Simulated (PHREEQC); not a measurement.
**Ultrapure water in contact with air or piping: speciation**

Synthetic water in mmol/kgw, 25 °C, pH 6.57, pe 9.9:

```
constituent           mmol/kgw
--------------------  --------
Na                     0.00105
K                     0.000309
Ca                     0.00384
Mg                    0.000166
Cl                      0.0036
S(6)                  0.000765
Alkalinity (meq/kgw)    0.0042
B                     3.41e-06
```

Valence states are taken as typed.

The numbers come from PHREEQC with the ion-association model, wateq4f.dat.

No solid was allowed to form.

Q: Predict the charge-balance error.

A: charge-balance error 0.2 %.

Q: In which forms is C present?

A: HCO3- 62 %, CO2 38 % of the C.

Complexes and solids missing from the database can't appear.
